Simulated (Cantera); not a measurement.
Input (Python, Cantera) and output of one run.

```python
import numpy as np
import cantera as ct

gas_names = """
    H H2 Si SiH SiH2 SiH3 SiH4 Si2 Si3
""".split()
cond_names = """
    Si(cr) Si(L)
""".split()


# ... load() reads the species with a 1 bar reference pressure and builds the phases ...
atoms = {
    'Si': {'Si': 1},
    'H2': {'H': 2},
}
top_T = {}  # K; cautious upper limits of use, not melting points


# ... equilibrate(T, P, feed) seeds the gas with the atoms and calls Mixture.equilibrate('TP', solver="vcs", rtol=1e-11, max_steps=5000) ...
results = []
feed = {'Si': 1, 'H2': 6.8}  # mol
T = 848  # K
P = 101325  # Pa
mix = equilibrate(T, P, feed)
results.append((T, P, feed, dict(zip(mix.species_names, mix.species_moles))))
print(gas.report(threshold=0.0001))
for i in range(1, mix.n_phases):
    print(f"{mix.phase(i).name:16s} {mix.phase_moles(i):12.5e} mol")
```

Result:

```
       temperature   848 K
          pressure   1.0132e+05 Pa
           density   0.028972 kg/m^3
  mean mol. weight   2.016 kg/kmol
   phase of matter   gas

                          1 kg             1 kmol
                     ---------------   ---------------
          enthalpy        7.9976e+06        1.6123e+07  J
   internal energy        4.5003e+06        9.0726e+06  J
           entropy             79949        1.6118e+05  J/K
    Gibbs function       -5.9799e+07       -1.2056e+08  J
 heat capacity c_p             14775             29787  J/K
 heat capacity c_v             10651             21473  J/K

                      mass frac. Y      mole frac. X     chem. pot. / RT
                     ---------------   ---------------   ---------------
                H2                 1                 1           -17.098
     [   +8 minor]        4.0273e-06        2.5282e-07

Si(cr)            9.99998e-01 mol
```

Equilibrium computed with Cantera from the NASA thermochemical tables; the gas is ideal and each condensed phase is pure.
